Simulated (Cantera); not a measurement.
**Equilibrium for silicon nitride deposition: SiHCl3 + NH3 + N2 + HF**

Feed: 1 mol SiHCl3, 15 mol NH3, 11 mol N2, 0.0026 mol HF, held at 0.000240 bar.

Equilibrium computed with Cantera from the NASA thermochemical tables; the gas is ideal and each condensed phase is pure. Candidate condensed phases: NH4Cl, Si, Si3N4; 49 gas species. The tables' values for SiCl, SiN, SiCl3, SiF are old estimates; treat these amounts as uncertain. Gases not in the tables: Si2H6 and higher silanes. Equilibrium is a limit: real reactors are often held back by kinetics, nucleation or transport.

From 1498 K to 1523 K the condensed part is Si3N4(s). From 1548 K to 1673 K the condensed part is Si(s). From 1698 K to 1773 K the condensed part is Si(l). At 1798 K nothing is condensed. The main Si-bearing gas is SiCl2 at 1498 K and Si at 1798 K. The share of Si in condensed phases is highest at 1498 K (59.0 %) and lowest at 1798 K (0.0 %).

```
T (K)   x H2   x N2   x HCl       x H  x SiCl2      x Si  n Si3N4(s)  n Si(s)  n Si(l)
-----  -----  -----  ------  --------  -------  --------  ----------  -------  -------
1498   0.514  0.425  0.0511  0.000795  0.00954   2.44e-5       0.197        0        0
1523   0.515  0.425  0.0472   0.00107   0.0114   6.06e-5       0.169        0        0
1548   0.512  0.430  0.0441   0.00142   0.0127  0.000132           0    0.445        0
1573   0.511  0.430  0.0439   0.00188   0.0128  0.000229           0    0.435        0
1598   0.511  0.429  0.0436   0.00246   0.0128  0.000390           0    0.423        0
1623   0.510  0.429  0.0434   0.00319   0.0129  0.000652           0    0.406        0
1648   0.509  0.429  0.0431   0.00410   0.0129   0.00107           0    0.381        0
1673   0.508  0.428  0.0428   0.00524   0.0130   0.00174           0    0.345        0
1698   0.507  0.427  0.0426   0.00664   0.0129   0.00274           0        0    0.297
1723   0.504  0.426  0.0429   0.00836   0.0126   0.00410           0        0    0.242
1748   0.502  0.425  0.0430    0.0104   0.0123   0.00606           0        0    0.157
1773   0.498  0.423  0.0430    0.0130   0.0119   0.00888           0        0   0.0322
1798   0.494  0.422  0.0450    0.0160   0.0106    0.0107           0        0        0
```
x: gas mole fraction; n: condensed amount in mol.
